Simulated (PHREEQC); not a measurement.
Make-up at 25 °C: 20 mmol/kgw Mg(NO3)2. Closed to the air; pH follows from the charge balance.

The numbers come from PHREEQC with the ion-association model, phreeqc.dat.

This is a speciation only: nothing precipitates in the calculation.

Task: Predict the specific conductance, density.

Result: specific conductance 4030 µS/cm; density 0.999 g/cm³.

Species that the database lacks are ignored.
